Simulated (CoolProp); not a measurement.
Vapour-liquid equilibrium of cyclohexane (1) + n-nonane (2) at 388.6 K; x and y are mole fractions of (1).

Model: multi-fluid Helmholtz-energy mixture model, Zhou 2014 and Lemmon 2006; pair parameters Bell 2016, in CoolProp.

| x | bubble pressure (kPa) | y at the bubble point | dew pressure at overall composition x (kPa) | liquid density (mol/L) |
|---|---|---|---|---|
| 0.05 | 47.10 | 0.270 | … | 5.094 |
| 0.15 | 68.37 | 0.542 | 41.33 | 5.308 |
| 0.25 | … | 0.683 | 46.01 | … |
| 0.35 | 109.3 | 0.772 | 51.85 | 5.793 |
| 0.45 | 130.3 | 0.836 | 59.35 | 6.067 |
| 0.55 | 152.0 | 0.884 | 69.31 | 6.366 |
| 0.65 | 174.6 | … | 83.10 | 6.693 |
| 0.75 | 198.1 | 0.950 | 103.4 | 7.051 |
| 0.85 | … | 0.974 | 136.1 | 7.446 |
| 0.95 | 246.5 | 0.992 | 198.0 | 7.881 |

Q: Some entries are withheld; supply them.

A: 
- 0.05, dew pressure at overall composition x (kPa): 37.50
- 0.25, bubble pressure (kPa): 88.87
- 0.25, liquid density (mol/L): 5.540
- 0.65, y at the bubble point: 0.921
- 0.85, bubble pressure (kPa): 222.1

No azeotrope shows between x = 0.05 and 0.95.

The pair parameters rest on a limited set of measurements; away from them the model extrapolates.
